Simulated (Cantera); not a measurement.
Feed: 1 mol PbO, 0.049 mol H2, held at 477 °C and 0.0133 bar.

These are equilibrium values from Cantera (NASA tables, ideal gas, pure condensed phases), not measurements of a reactor. Candidate condensed phases: H2O, Pb, PbO, PbO2, Pb3O4; 12 gas species. The numbers say what is thermodynamically allowed, not how fast it happens.

Base state: H2O 1.000, H2 4.85e-5 (mole fractions); condensed: Pb(l) + PbO(red).

Question: What changes in the equilibrium state with this change: temperature from 477 °C to 750 °C?

Answer: 
```json
[
 {"species": "H2O", "before": "1.000", "after": "0.998"},
 {"species": "Pb", "before": "7.11e-7", "after": "0.00201"},
 {"species": "H2", "before": "4.85e-5", "after": "0.000160"},
 {"species": "PbO", "before": "<1e-9", "after": "4.85e-5"},
 {"species": "Pb(l), mol", "before": "0.0490", "after": "0.0489"},
 {"species": "PbO(red), mol", "before": "0.951", "after": "0"},
 {"species": "PbO(yellow), mol", "before": "0", "after": "0.951"}
]
```
Mutual solubility and eutectic melting of coexisting phases are not modelled.
